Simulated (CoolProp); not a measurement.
Vapour-liquid equilibrium of R113 (1) + n-heptane (2) at 0.0119 MPa; x and y are mole fractions of (1).

The numbers come from the multi-fluid Helmholtz-energy mixture model, Marx 1992 and Span 2003; pair parameters Bell 2016 in CoolProp.

```tsv
x	bubble temperature, mixture model (K)	bubble temperature, Raoult's law (K)	y, mixture model	y, Raoult's law
0.05	305.0	306.8	0.321	0.262
0.2	290.7	294.7	0.715	0.656
0.35	282.9	286.6	0.845	0.818
0.5	278.0	280.7	0.905	0.900
0.65	274.5	276.1	0.941	0.946
0.8	271.7	272.4	0.967	0.976
0.95	269.2	269.3	0.992	0.995
```

The largest gap from Raoult's law is -4.0 K in bubble temperature, at x = 0.2. No azeotrope shows between x = 0.05 and 0.95.

Pair parameters are fitted to limited data, so mixtures are less certain than the pure fluids.
